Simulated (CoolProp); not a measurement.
Vapour-liquid equilibrium of propane (1) + isobutane (2) at 245.5 K; x and y are mole fractions of (1).

Model: multi-fluid Helmholtz-energy mixture model, Lemmon 2009 and Bücker 2006; pair parameters Kunz 2012, in CoolProp.

```tsv
x	bubble pressure (bar)	y at the bubble point	dew pressure at overall composition x (bar)	liquid density (mol/L)
0.05	0.5849	0.154	0.5388	10.61
0.15	0.7132	0.374	0.5831	10.81
0.25	0.8395	0.527	0.6350	11.01
0.35	0.9657	0.640	0.6967	11.22
0.45	1.093	0.729	0.7712	11.44
0.55	1.223	0.801	0.8629	11.66
0.65	1.356	0.860	0.9783	11.90
0.75	1.491	0.909	1.128	12.14
0.85	1.630	0.950	1.332	12.39
0.95	1.769	0.985	1.628	12.65
```

No azeotrope shows between x = 0.05 and 0.95.

The pair parameters rest on a limited set of measurements; away from them the model extrapolates.
